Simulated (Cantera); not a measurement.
A Cantera script and what it prints.

```python
import numpy as np
import cantera as ct

gas_names = """
    Cu CuF CuF2 Cu2 F F2 H HF H2 H2F2 H3F3 H4F4 H5F5 H6F6 H7F7 N NF NF2 NF3 NH NH2 NH3 N2 N2H2 N2H4
""".split()
cond_names = """
    Cu(cr) Cu(L) CuF2(s) CuF2(L)
""".split()


# ... load() reads the species with a 1 bar reference pressure and builds the phases ...
atoms = {
    'CuF2': {'Cu': 1, 'F': 2},
    'N2': {'N': 2},
    'HF': {'H': 1, 'F': 1},
}
top_T = {}  # K; cautious upper limits of use, not melting points


# ... equilibrate(T, P, feed) seeds the gas with the atoms and calls Mixture.equilibrate('TP', solver="vcs", rtol=1e-11, max_steps=5000) ...
results = []
feed = {'CuF2': 1, 'N2': 20, 'HF': 2.9}  # mol
P = 17000  # Pa
for T in [1275, 1300, 1325, 1350, 1375, 1400, 1425, 1450, 1475, 1500, 1525]:
    mix = equilibrate(T, P, feed)
    results.append((T, P, feed, dict(zip(mix.species_names, mix.species_moles))))

top = {s: max(r[3][s] / sum(r[3][g] for g in gas_names) for r in results) for s in gas_names}
cols = sorted((s for s in top if top[s] > 0.0001), key=lambda s: -top[s])[:9]
seen = [c for c in cond_names if any(r[3].get(c, 0) > 1e-12 for r in results)]
print("log10 of partial pressures in bar; condensed amounts in mol")
print(f"{'T/K':>10s}" + "".join(f"{s[:9]:>10s}" for s in cols + seen))
for T, P, feed, n in results:
    ng = sum(n[g] for g in gas_names)
    print(f"{T:10.4g}" + "".join(f"{np.log10(max(n[s] / ng * P / 1e5, 1e-99)):10.3f}" for s in cols)
          + "".join(f"{n.get(c, 0):10.4g}" for c in seen))
```

Result:

```
log10 of partial pressures in bar; condensed amounts in mol
       T/K        N2        HF      CuF2       CuF         F   CuF2(L)
      1275    -0.837    -1.676    -2.464    -4.897    -4.898    0.5263
      1300    -0.841    -1.680    -2.318    -4.691    -4.691    0.3301
      1325    -0.846    -1.684    -2.178    -4.494    -4.494   0.06367
      1350    -0.847    -1.686    -2.151    -4.357    -4.357         0
      1375    -0.847    -1.686    -2.152    -4.239    -4.239         0
      1400    -0.847    -1.686    -2.153    -4.125    -4.125         0
      1425    -0.847    -1.686    -2.154    -4.016    -4.016         0
      1450    -0.847    -1.686    -2.156    -3.910    -3.910         0
      1475    -0.847    -1.686    -2.158    -3.808    -3.808         0
      1500    -0.847    -1.686    -2.161    -3.710    -3.710         0
      1525    -0.848    -1.686    -2.164    -3.615    -3.615         0
```

Equilibrium computed with Cantera from the NASA thermochemical tables; the gas is ideal and each condensed phase is pure.
